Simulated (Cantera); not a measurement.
What does this Cantera script print?

```python
import numpy as np
import cantera as ct

gas_names = """
    H HNO HNO2 HNO3 HO2 H2 H2O H2O2 N NH NH2 NH3 NH2OH NO NO2 NO3 N2 N2H2 N2H4 N2O O OH O2 O3 Si SiH
    SiH2 SiH3 SiH4 SiN SiO SiO2 Si2 Si2N Si3
""".split()
cond_names = """
    H2O(s) H2O(L) Si(cr) Si(L) SiO2(Lqz) SiO2(hqz) SiO2(L) Si2N2O(s) Si3N4(a)
""".split()


def load(file, names, dense=False):
    # The tables refer to 1 bar. Condensed volumes are neglected.
    table = {s.name: s for s in ct.Species.list_from_file(file)}
    out = []
    for n in names:
        d = dict(table[n].input_data)
        d["thermo"] = dict(d["thermo"], **{"reference-pressure": 1e5})
        if dense:
            d["equation-of-state"] = {"model": "constant-volume", "density": "1e6 g/cm^3"}
        out.append(ct.Species.from_dict(d))
    return out


gas = ct.Solution(thermo="ideal-gas", species=load("nasa_gas.yaml", gas_names))
cond = {s.name: ct.Solution(thermo="fixed-stoichiometry", species=[s], name=s.name)
        for s in load("nasa_condensed.yaml", cond_names, dense=True)}
atoms = {
    'Si': {'Si': 1},
    'H2O': {'H': 2, 'O': 1},
    'N2': {'N': 2},
}
top_T = {'Si2N2O(s)': 2100, 'Si3N4(a)': 2400}  # K; cautious upper limits of use, not melting points


def equilibrate(T, P, feed):
    n = {}
    for name, mol in feed.items():
        for a, k in atoms[name].items():
            n[a] = n.get(a, 0.0) + k * mol
    gas.TPX = T, P, n
    mass = sum(n.values()) * gas.mean_molecular_weight
    gas.equilibrate("TP")
    valid = [c for c in cond.values() if c.min_temp <= T <= top_T.get(c.name, c.max_temp)]
    mix = ct.Mixture([(gas, mass / gas.mean_molecular_weight)] + [(c, 0.0) for c in valid])
    mix.T, mix.P = T, P
    mix.equilibrate("TP", solver="vcs", rtol=1e-11, max_steps=5000)
    return mix


results = []
feed = {'Si': 1, 'H2O': 0.0028, 'N2': 34}  # mol
P = 1000  # Pa
for T in [1173, 1248, 1323, 1398, 1473, 1548, 1623, 1698, 1773, 1848, 1923, 1998, 2073]:
    mix = equilibrate(T, P, feed)
    results.append((T, P, feed, dict(zip(mix.species_names, mix.species_moles))))

top = {s: max(r[3][s] / sum(r[3][g] for g in gas_names) for r in results) for s in gas_names}
cols = sorted((s for s in top if top[s] > 1e-05), key=lambda s: -top[s])[:6]
seen = [c for c in cond_names if any(r[3].get(c, 0) > 1e-12 for r in results)]
print("log10 of partial pressures in bar; condensed amounts in mol")
print(f"{'T/K':>10s}" + "".join(f"{s[:9]:>10s}" for s in cols + seen))
for T, P, feed, n in results:
    ng = sum(n[g] for g in gas_names)
    print(f"{T:10.4g}" + "".join(f"{np.log10(max(n[s] / ng * P / 1e5, 1e-99)):10.3f}" for s in cols)
          + "".join(f"{n.get(c, 0):10.4g}" for c in seen))
```

Output:

```
log10 of partial pressures in bar; condensed amounts in mol
       T/K        N2        Si      Si2N       SiN       Si2         H     Si(L) Si2N2O(s)  Si3N4(a)
      1173    -2.000   -16.250   -20.361   -16.368   -24.394    -9.966         0    0.0028    0.3315
      1248    -2.000   -14.393   -17.991   -14.723   -21.513    -9.369         0    0.0028    0.3315
      1323    -2.000   -12.748   -15.894   -13.268   -18.962    -8.838         0  0.002799    0.3315
      1398    -2.000   -11.282   -14.026   -11.971   -16.690    -8.363         0  0.002784    0.3315
      1473    -2.000    -9.968   -12.352   -10.808   -14.652    -7.937         0  0.002593    0.3315
      1548    -2.000    -8.783   -10.844    -9.760   -12.816    -7.553         0 0.0007651    0.3321
      1623    -2.000    -7.709    -9.478    -8.810   -11.153    -7.207         0         0    0.3324
      1698    -2.000    -6.731    -8.237    -7.946    -9.641    -6.895         0         0    0.3322
      1773    -2.000    -5.838    -7.103    -7.157    -8.259    -6.618         0         0    0.3305
      1848    -2.000    -5.203    -6.433    -6.616    -7.360    -6.382    0.9721         0         0
      1923    -2.001    -4.770    -6.122    -6.272    -6.839    -6.182    0.9311         0         0
      1998    -2.002    -4.371    -5.836    -5.955    -6.358    -6.028    0.8341         0         0
      2073    -2.005    -4.001    -5.572    -5.661    -5.912    -5.924    0.6176         0         0
```

These are equilibrium values from Cantera (NASA tables, ideal gas, pure condensed phases), not measurements of a reactor. N2 is the only nitrogen source here; it is nearly inert below about 1500 K, so the nitride shown seldom forms there in practice. Mutual solubility and eutectic melting of coexisting phases are not modelled. The tables' values for SiN are old estimates; treat these amounts as uncertain.
